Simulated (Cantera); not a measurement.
Cantera run:

```python
import numpy as np
import cantera as ct

gas_names = [...]  # 109 gases of nasa_gas.yaml made of C, Cl, H, Si
cond_names = """
    C(gr) C6H6(L) C7H8(L) C8H18(L),n-octa Si(cr) Si(L) SiC(b)
""".split()


# ... load() reads the species with a 1 bar reference pressure and builds the phases ...
atoms = {
    'CH3SiCl3': {'C': 1, 'H': 3, 'Si': 1, 'CL': 3},
    'HCl': {'H': 1, 'CL': 1},
    'H2': {'H': 2},
}
top_T = {'C(gr)': 4500, 'SiC(b)': 3050}  # K; cautious upper limits of use, not melting points


# ... equilibrate(T, P, feed) seeds the gas with the atoms and calls Mixture.equilibrate('TP', solver="vcs", rtol=1e-11, max_steps=5000) ...
results = []
T = 2425  # K
P = 13332.2  # Pa
for m in [99, 130, 180, 230, 310, 410, 550, 730, 970, 1300]:
    feed = {'CH3SiCl3': 1, 'HCl': 0.54, 'H2': m}  # mol
    mix = equilibrate(T, P, feed)
    results.append((T, P, feed, dict(zip(mix.species_names, mix.species_moles))))

top = {s: max(r[3][s] / sum(r[3][g] for g in gas_names) for r in results) for s in gas_names}
cols = sorted((s for s in top if top[s] > 0.0001), key=lambda s: -top[s])[:6]
seen = [c for c in cond_names if any(r[3].get(c, 0) > 1e-12 for r in results)]
print("log10 of partial pressures in bar; condensed amounts in mol")
print(f"{'n(H2)':>10s}" + "".join(f"{s[:9]:>10s}" for s in cols + seen))
for T, P, feed, n in results:
    ng = sum(n[g] for g in gas_names)
    print(f"{feed['H2']:10.4g}" + "".join(f"{np.log10(max(n[s] / ng * P / 1e5, 1e-99)):10.3f}" for s in cols)
          + "".join(f"{n.get(c, 0):10.4g}" for c in seen))
```

It prints:

```
log10 of partial pressures in bar; condensed amounts in mol
     n(H2)        H2         H       HCL        Si C2H2,acet        CL    SiC(b)
        99    -0.917    -2.205    -2.384    -3.128    -3.316    -3.820   0.03004
       130    -0.912    -2.203    -2.493    -3.195    -3.402    -3.932         0
       180    -0.908    -2.201    -2.626    -3.298    -3.521    -4.067         0
       230    -0.906    -2.200    -2.728    -3.382    -3.613    -4.170         0
       310    -0.903    -2.199    -2.853    -3.491    -3.729    -4.297         0
       410    -0.902    -2.198    -2.972    -3.597    -3.839    -4.416         0
       550    -0.900    -2.197    -3.098    -3.713    -3.959    -4.543         0
       730    -0.899    -2.197    -3.219    -3.828    -4.075    -4.665         0
       970    -0.899    -2.197    -3.342    -3.946    -4.195    -4.787         0
      1300    -0.898    -2.196    -3.468    -4.069    -4.319    -4.914         0
```

These are equilibrium values from Cantera (NASA tables, ideal gas, pure condensed phases), not measurements of a reactor. The feed counts by its element totals alone. The tables' values for SiCl are old estimates; treat these amounts as uncertain. Gases not in the tables: Si2H6 and higher silanes.
